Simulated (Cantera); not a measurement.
## Moist CO burnout

A perfectly stirred reactor is fed with 0.167 % CO, 0.512 % O₂, 0.847 % H₂O, 98.5 % N₂, equivalence ratio 0.16, at 1.00 bar; it is held at 1350 K, and followed from long to short residence time.

Detailed kinetics in Cantera: GRI-Mech 3.0 (53 species, 325 reactions).

```tsv
τ (s)	x CO	x O₂	x H₂O	x H₂O₂	x H	x OH	x CO₂
1.0	2.66e-5	0.00429	0.00846	4.78e-9	6.48e-7	2.28e-5	0.00165
0.53	4.07e-5	0.00430	0.00846	6.84e-9	1.18e-6	2.77e-5	0.00163
0.27	6.39e-5	0.00431	0.00845	9.89e-9	2.22e-6	3.41e-5	0.00161
0.14	9.87e-5	0.00433	0.00844	1.40e-8	4.05e-6	4.15e-5	0.00158
0.070	0.000155	0.00435	0.00843	1.97e-8	7.52e-6	5.09e-5	0.00152
0.036	0.000236	0.00439	0.00841	2.65e-8	1.32e-5	6.12e-5	0.00144
0.018	0.000360	0.00445	0.00838	3.48e-8	2.24e-5	7.28e-5	0.00132
0.0093	0.000526	0.00453	0.00836	4.25e-8	3.43e-5	8.34e-5	0.00115
0.0047	0.000755	0.00465	0.00834	4.82e-8	4.65e-5	9.13e-5	0.000920
0.0024	0.00103	0.00478	0.00833	4.79e-8	5.06e-5	9.14e-5	0.000646
0.0012	0.00132	0.00493	0.00836	3.67e-8	3.76e-5	7.66e-5	0.000351
```
x: mole fraction; the columns are a selection and need not sum to one.
